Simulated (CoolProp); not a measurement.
The numbers come from the reference Helmholtz-energy equation of state, Lemmon 2006 in CoolProp. It is a short technical equation, of lower accuracy than the large ones.

Q: For isohexane, give the phase and the density (kg/m³), Joule-Thomson coefficient (K/MPa), expansivity (1/kK) at 69.65 °C and 37.9 bar; 107.85 °C and 37.9 bar.

A: 
- 69.65 °C and 37.9 bar: liquid; density 612, Joule-Thomson coefficient -0.310, expansivity 1.57
- 107.85 °C and 37.9 bar: liquid; density 573, Joule-Thomson coefficient -0.189, expansivity 1.87
